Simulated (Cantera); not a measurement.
Standard-state values (1 bar) from the NASA 1993 polynomials, evaluated with Cantera. Values are per mole of reaction as written; species without (g) are pure solids or liquids, kept so even where they would boil at 1 bar.

2 H2O(g) + Sr ⇌ 2 H(g) + Sr(OH)2, with ΔH° = -49.2 kJ and ΔS° = -106.0 J/K at 300 K.

Task: How far is the shortcut ΔG° ≈ ΔH°(300 K) − T·ΔS°(300 K) from the full temperature-dependent value at 923, 948, 973, 998, 1023 K?

Result: 
```
T (K)  shortcut (kJ)  full (kJ)  difference (kJ)  difference in log10 K   condensed phases
-----  -------------  ---------  ---------------  ---------------------  -----------------
923             48.6       28.0             20.7                  -1.17  Sr(s), Sr(OH)2(l)
948             51.3       28.5             22.8                  -1.25  Sr(s), Sr(OH)2(l)
973             53.9       29.0             24.9                  -1.34  Sr(s), Sr(OH)2(l)
998             56.6       29.4             27.2                  -1.42  Sr(s), Sr(OH)2(l)
1023            59.2       29.8             29.4                  -1.50  Sr(s), Sr(OH)2(l)
```
The shortcut ignores heat capacities and the phase changes listed.
